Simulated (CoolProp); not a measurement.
A Linde-Hampson liquefier for nitrogen: isothermal reversible compression at 200 K from 1 atm to 10 MPa, throttling to 1 atm, return gas leaving the recuperator 2 K below the feed. Each further row changes one setting.

Model: reference Helmholtz-energy equation of state, Span 2000, in CoolProp.

```
case                        liquid yield per pass  compression work (kJ/kg of gas)
--------------------------  ---------------------  -------------------------------
as stated                                   0.142                              261
high pressure 20 MPa                        0.229                              296
warm-end temperature 230 K                  0.093                              307
warm-end gap 7 K                            0.128                              261
```
